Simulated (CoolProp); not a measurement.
Vapour-liquid equilibrium of R152A (1) + isobutane (2) at -0.35 °C; x and y are mole fractions of (1).

Model: multi-fluid Helmholtz-energy mixture model, Outcalt 1996 and Bücker 2006; pair parameters Bell 2016, in CoolProp.

Task: Give the bubble pressure and the first vapour's composition at x = 0.5, 0.65, 0.95. Is there an azeotrope?

Result: x = 0.5: 0.2940 MPa, y = 0.633; x = 0.65: 0.3003 MPa, y = 0.685; x = 0.95: 0.2781 MPa, y = 0.900. y crosses x between x = 0.65 and 0.8: the model has an azeotrope there.

The pair parameters rest on a limited set of measurements; away from them the model extrapolates.
